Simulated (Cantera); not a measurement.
A perfectly stirred reactor is fed with CO : H2 : O2 : N2 = 1 : 0.35 : 1.96 : 7.38 (molar parts), equivalence ratio 0.34, at 4.93 atm; it is adiabatic with a 498 K inlet, and is followed from long to short residence time, starting on the burning branch (τ in s: 0.33, 0.13, 0.054, 0.022, 0.0088, 0.0036, 0.0015, 0.00059, 0.00024, 9.7e-05, 3.9e-05, 1.6e-05).

Computed with Cantera and GRI-Mech 3.0 (53 species, 325 reactions). The hydrogen kinetics of GRI-Mech 3.0 are dated; newer H2 mechanisms differ, most at raised pressure.

x: mole fraction; the columns are a selection and need not sum to one.

```json
[
 {"τ (s)": "0.33", "T (K)": "1541", "x CO": "0.000180", "x H2": "6.72e-6", "x O2": "0.128", "x OH": "0.000124", "x NO": "7.75e-6", "x H2O2": "[?]"},
 {"τ (s)": "0.13", "T (K)": "1540", "x CO": "0.000343", "x H2": "1.26e-5", "x O2": "0.128", "x OH": "0.000164", "x NO": "8.73e-6", "x H2O2": "[?]"},
 {"τ (s)": "0.054", "T (K)": "1537", "x CO": "0.000631", "x H2": "2.29e-5", "x O2": "0.129", "x OH": "0.000212", "x NO": "9.25e-6", "x H2O2": "[?]"},
 {"τ (s)": "0.022", "T (K)": "1532", "x CO": "0.00118", "x H2": "4.21e-5", "x O2": "0.129", "x OH": "0.000275", "x NO": "8.80e-6", "x H2O2": "[?]"},
 {"τ (s)": "0.0088", "T (K)": "1523", "x CO": "0.00227", "x H2": "7.90e-5", "x O2": "0.129", "x OH": "0.000351", "x NO": "7.23e-6", "x H2O2": "[?]"},
 {"τ (s)": "0.0036", "T (K)": "1506", "x CO": "0.00438", "x H2": "0.000149", "x O2": "0.130", "x OH": "0.000429", "x NO": "5.09e-6", "x H2O2": "[?]"},
 {"τ (s)": "0.0015", "T (K)": "1470", "x CO": "0.00887", "x H2": "0.000300", "x O2": "0.132", "x OH": "0.000475", "x NO": "2.97e-6", "x H2O2": "[?]"},
 {"τ (s)": "0.00059", "T (K)": "498", "x CO": "0.0935", "x H2": "0.0327", "x O2": "0.183", "x OH": "<1e-12", "x NO": "<1e-12", "x H2O2": "<1e-12"},
 {"τ (s)": "0.00024", "T (K)": "498", "x CO": "0.0935", "x H2": "0.0327", "x O2": "0.183", "x OH": "<1e-12", "x NO": "<1e-12", "x H2O2": "<1e-12"},
 {"τ (s)": "9.7e-5", "T (K)": "498", "x CO": "0.0935", "x H2": "0.0327", "x O2": "0.183", "x OH": "<1e-12", "x NO": "<1e-12", "x H2O2": "<1e-12"},
 {"τ (s)": "3.9e-5", "T (K)": "498", "x CO": "0.0935", "x H2": "0.0327", "x O2": "0.183", "x OH": "<1e-12", "x NO": "<1e-12", "x H2O2": "<1e-12"},
 {"τ (s)": "1.6e-5", "T (K)": "498", "x CO": "0.0935", "x H2": "0.0327", "x O2": "0.183", "x OH": "<1e-12", "x NO": "<1e-12", "x H2O2": "<1e-12"}
]
```

Question: Complete the blanks.

Answer: 
- 0.33, x H2O2: 5.54e-8
- 0.13, x H2O2: 8.90e-8
- 0.054, x H2O2: 1.38e-7
- 0.022, x H2O2: 2.15e-7
- 0.0088, x H2O2: 3.38e-7
- 0.0036, x H2O2: 5.37e-7
- 0.0015, x H2O2: 9.27e-7
